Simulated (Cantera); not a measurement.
An isothermal, constant-pressure homogeneous reactor starts with H₂ : O₂ : N₂ = 0.35 : 1 : 6.9 (molar parts), at 1150 K and 0.220 bar. Integrator tolerance rtol = 1e-08.

Computed with Cantera and the H2/O2 subset of GRI-Mech 3.0, which has no nitrogen chemistry. The temperature is held fixed by assumption; the heat of reaction is taken as removed at once.

What does this change do: temperature 1150 to 800 K?


```csv
quantity,before,after
x(H₂) at 9.00 s,1.61e-9 (gas-phase equilibrium 1.25e-9),0.0424 (gas-phase equilibrium <1e-12)
x(O₂) at 9.00 s,0.102 (gas-phase equilibrium 0.102),0.121 (gas-phase equilibrium 0.102)
x(OH) at 9.00 s,1.37e-6 (gas-phase equilibrium 1.19e-6),6.66e-12 (gas-phase equilibrium 7.03e-10)
x(H₂O₂) at 9.00 s,1.28e-10 (gas-phase equilibrium 9.76e-11),6.93e-7 (gas-phase equilibrium <1e-12)
x(HO₂) at 9.00 s,1.88e-9 (gas-phase equilibrium 1.97e-9),3.53e-7 (gas-phase equilibrium 4.49e-12)
x(H₂O) at 9.00 s,0.0433 (gas-phase equilibrium 0.0433),1.26e-6 (gas-phase equilibrium 0.0433)
x(H) at 9.00 s,8.35e-12 (gas-phase equilibrium 5.66e-12),7.94e-11 (gas-phase equilibrium <1e-12)
```
Below about 950 K walls govern HO2 and H2O2 in real vessels.
